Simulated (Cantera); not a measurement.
Charge: 1 mol N₂O, 0.43 mol H₂, 0.0047 mol SO₂, at 2875 K and 750 Torr.

Method: chemical equilibrium by Gibbs-energy minimisation in Cantera with the NASA 1993 tables (ideal gas, pure condensed phases). Candidate condensed phases: H₂O, H₂SO₄, S; 35 gas species. Kinetics and transport are ignored.

Q: What is the equilibrium state?

A: 
```json
{
  "x(N₂)": "0.543",
  "x(H₂O)": "0.193",
  "x(O₂)": "0.131",
  "x(OH)": "0.0493",
  "x(NO)": "0.0267",
  "x(O)": "0.0262",
  "x(H₂)": "0.0154",
  "x(H)": "0.0131",
  "x(SO₂)": "0.00237",
  "gas_amount": "1.797 mol",
  "log10 activity of S(l) (absent)": "-6.36"
}
```
